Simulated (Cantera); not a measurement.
Feed: 1 mol SiHCl3, 0.15 mol C2H4, 5.6 mol H2, equilibrated at 1.20 mbar.

Cantera equilibrium calculation (NASA polynomials, part measured and part estimated; ideal gas, pure solids and liquids). Candidate condensed phases: C, C6H6, C7H8, C8H18, Si, SiC; 109 gas species. The tables' values for SiCl, SiCl3 are old estimates; treat these amounts as uncertain. Gases not in the tables: Si2H6 and higher silanes. Rates play no part. All values below are at 1898 K.

Base state: H2 0.683, HCl 0.207, SiCl2 0.0797, H 0.0187, Si 0.00481, Cl 0.00426, SiCl 0.00208, SiCl3 0.000232 (mole fractions); condensed: SiC(s).

Problem. What changes in the equilibrium state with this change: C2H4 from 0.15 to 0.0091 mol?

Solution. 
| species | before | after |
|---|---|---|
| H2 | 0.683 | 0.692 |
| HCl | 0.207 | 0.165 |
| SiCl2 | 0.0797 | 0.106 |
| Si | 0.00481 | 0.0102 |
| H | 0.0187 | 0.0188 |
| Si3 | 1.91e-6 | 1.85e-5 |
| Si2 | 1.80e-5 | 8.18e-5 |
| SiH2 | 1.85e-5 | 3.99e-5 |
| SiH | 0.000120 | 0.000257 |
| Si2C | 8.35e-5 | 0.000178 |
| SiC(s), mol | 0.299 | 0.0168 |
| Si(l), mol | 0 | 0.0391 |
Mutual solubility and eutectic melting of coexisting phases are not modelled.
